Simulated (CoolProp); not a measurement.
Octamethylcyclotetrasiloxane (D4) along the isobar 2.01 MPa: fugacity coefficient from the reference equation and from simpler models built on Tc = 313.4 °C, pc = 1.347 MPa, ω = 0.598; each cubic takes its own stable root.

Computed with CoolProp (reference Helmholtz-energy equation of state, Thol 2015).

```tsv
T (°C)	phase	reference
254.15	liquid	0.2422
261.25	liquid	0.2670
268.45	liquid	0.2932
275.55	liquid	0.3202
282.65	liquid	0.3481
289.85	liquid	0.3773
296.95	liquid	0.4067
304.05	liquid	0.4365
311.15	liquid	0.4666
318.35	supercritical	0.4970
325.45	supercritical	0.5265
332.55	supercritical	0.5549
339.75	supercritical	0.5815
346.85	supercritical	0.6051
```

Question: How far does each simpler model (van der Waals, Soave-Redlich-Kwong, Peng-Robinson) lie from the reference over these 14 states: mean and median of the absolute difference, and the worst?

Answer: 
- van der Waals: mean 23.3 %, median 18.6 %, worst +62.8 % at 254.15 °C and 2.01 MPa
- Soave-Redlich-Kwong: mean 4.3 %, median 4.6 %, worst +4.8 % at 275.55 °C and 2.01 MPa
- Peng-Robinson: mean 0.5 %, median 0.3 %, worst -1.5 % at 346.85 °C and 2.01 MPa
